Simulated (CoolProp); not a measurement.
R13 at 298.15 K and 1.35 MPa is compressed adiabatically to 4.41 MPa with isentropic efficiency 0.9. Each further row changes one setting.

Model: reference Helmholtz-energy equation of state, Platzer 1990, in CoolProp. This equation is an older, rougher fit; its heat capacities, sound speeds and derivatives of the liquid may be far off and weren't checked against measurements.

```tsv
case	work (kJ/kg)	final temperature (K)	final density (kg/m³)
as stated	27.8	360.7	200
efficiency 1	25.0	357.7	204
efficiency 0.65	38.4	372.3	186
```
